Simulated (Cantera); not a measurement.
A closed system holds: 1 mol toluene, 0.018 mol NH₃, at 900 K and 39.0 mbar.

Method: chemical equilibrium by Gibbs-energy minimisation in Cantera with the NASA 1993 tables (ideal gas, pure condensed phases). The numbers say what is thermodynamically allowed, not how fast it happens.

| species | before | after |
|---|---|---|
| H₂ | 0.986 | 0.923 |
| H | <1e-9 | 0.0686 |
| C₂H₂ (acetylene) | <1e-9 | 0.00573 |
| CH₄ | 0.0118 | 6.17e-6 |
| HNC | <1e-9 | 0.000171 |
| HCN | 4.12e-8 | 0.00170 |
| C₂H | <1e-9 | 2.31e-5 |
| C₄H₂ | <1e-9 | 1.46e-5 |
| N₂ | 0.00226 | 0.00121 |
| C(graphite), mol | 6.95 | 6.94 |
Gas species are given as mole fractions.

Name the change that produced these shifts.
A) temperature from 900 K to 2600 K
B) NH₃ from 0.018 to 0.55 mol
C) temperature from 900 K to 2375 K
D) NH₃ from 0.018 to 0.32 mol

C, temperature from 900 K to 2375 K
